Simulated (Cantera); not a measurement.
An adiabatic, constant-pressure homogeneous reactor starts with 17.6 % H₂, 17.3 % O₂, 65.1 % N₂, equivalence ratio 0.51, at 1548 K and 1.10 bar.

Detailed kinetics in Cantera: GRI-Mech 3.0 (53 species, 325 reactions).

One state of this run: T (K) = 2576; x H₂ = 0.00507; x O₂ = 0.0798; x H₂O = 0.176; x HO₂ = 1.14e-5; x O = 0.00565. x: mole fraction; the columns are a selection and need not sum to one.

### Question
Which value of t (s) does it belong to?
(A) 4.74e-5
(B) 0.0279
(C) 1.32e-5
(D) 2.51e-5

### Answer
B, 0.0279
